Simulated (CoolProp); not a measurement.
R245ca along the isotherm 450 K: density (kg/m³) from the reference equation and from simpler models built on Tc = 447.6 K, pc = 39.41 bar, ω = 0.355; each cubic takes its own stable root.

Model: reference Helmholtz-energy equation of state, Zhou 2016, in CoolProp.

```
p (bar)          phase  reference
-------  -------------  ---------
8.33               gas      32.30
16.7               gas      71.36
25                 gas      121.3
33.3               gas      197.6
41.7     supercritical      641.2
50       supercritical      808.1
58.3     supercritical      859.8
66.7     supercritical      893.5
75       supercritical      918.6
83.3     supercritical      938.9
91.7     supercritical      956.3
100      supercritical      971.3
```

Question: How far does each simpler model (van der Waals, Peng-Robinson) lie from the reference over these 12 states: mean and median of the absolute difference, and the worst?

Answer: 
- van der Waals: mean 20.6 %, median 28.8 %, worst -30.4 % at 450 K and 50 bar
- Peng-Robinson: mean 4.8 %, median 3.3 %, worst -14.4 % at 450 K and 41.7 bar
